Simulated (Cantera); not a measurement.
An adiabatic, constant-pressure homogeneous reactor starts with CH4 : O2 : N2 = 1 : 3.45 : 13 (molar parts), equivalence ratio 0.58, at 1350 K and 0.390 bar. Integrator tolerance rtol = 1e-08.

Model: GRI-Mech 3.0 (53 species, 325 reactions), integrated in Cantera.

Problem. What does this change do: initial temperature 1350 to 1575 K?

Solution. 
```tsv
quantity	before	after
time of steepest temperature rise	9.74 ms	1.13 ms
temperature at 4.00 s	2382 K	2500 K
equilibrium temperature	2382 K	2500 K
x(CH4) at 4.00 s	<1e-12 (gas-phase equilibrium <1e-12)	<1e-12 (gas-phase equilibrium <1e-12)
x(O2) at 4.00 s	0.0768 (gas-phase equilibrium 0.0768)	0.0757 (gas-phase equilibrium 0.0757)
x(C2H4) at 4.00 s	<1e-12 (gas-phase equilibrium <1e-12)	<1e-12 (gas-phase equilibrium <1e-12)
x(C2H2) at 4.00 s	<1e-12 (gas-phase equilibrium <1e-12)	<1e-12 (gas-phase equilibrium <1e-12)
x(CH2CO) at 4.00 s	<1e-12 (gas-phase equilibrium <1e-12)	<1e-12 (gas-phase equilibrium <1e-12)
x(CH3) at 4.00 s	<1e-12 (gas-phase equilibrium <1e-12)	<1e-12 (gas-phase equilibrium <1e-12)
x(HCO) at 4.00 s	3.96e-10 (gas-phase equilibrium 3.96e-10)	1.33e-9 (gas-phase equilibrium 1.33e-9)
```

Problem. What does this change do: 1.1 parts H2O added?

Solution. 
| quantity | before | after |
|---|---|---|
| time of steepest temperature rise | 9.74 ms | 11.3 ms |
| temperature at 4.00 s | 2382 K | 2322 K |
| equilibrium temperature | 2382 K | 2322 K |
| x(CH4) at 4.00 s | <1e-12 (gas-phase equilibrium <1e-12) | <1e-12 (gas-phase equilibrium <1e-12) |
| x(O2) at 4.00 s | 0.0768 (gas-phase equilibrium 0.0768) | 0.0727 (gas-phase equilibrium 0.0727) |
| x(C2H4) at 4.00 s | <1e-12 (gas-phase equilibrium <1e-12) | <1e-12 (gas-phase equilibrium <1e-12) |
| x(C2H2) at 4.00 s | <1e-12 (gas-phase equilibrium <1e-12) | <1e-12 (gas-phase equilibrium <1e-12) |
| x(CH2CO) at 4.00 s | <1e-12 (gas-phase equilibrium <1e-12) | <1e-12 (gas-phase equilibrium <1e-12) |
| x(CH3) at 4.00 s | <1e-12 (gas-phase equilibrium <1e-12) | <1e-12 (gas-phase equilibrium <1e-12) |
| x(HCO) at 4.00 s | 3.96e-10 (gas-phase equilibrium 3.96e-10) | 2.38e-10 (gas-phase equilibrium 2.38e-10) |
